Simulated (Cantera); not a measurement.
Charge: 1 mol CCl₄, 0.16 mol F₂, at 13.3 mbar.

Equilibrium computed with Cantera from the NASA thermochemical tables; the gas is ideal and each condensed phase is pure. Candidate condensed phases: C; 27 gas species. Gases not in the tables: C₂F₆ and larger saturated fluorocarbons, chlorinated aromatics. Equilibrium is a limit: real reactors are often held back by kinetics, nucleation or transport.

Problem. At 627 °C, list the 5 most abundant gas species with their mole fractions, and the condensed phases.

Solution. Cl₂ 0.959, CF₄ 0.0341, CClF₃ 0.00513, CCl₂F₂ 0.00114, Cl 0.000627. Condensed: C(graphite).
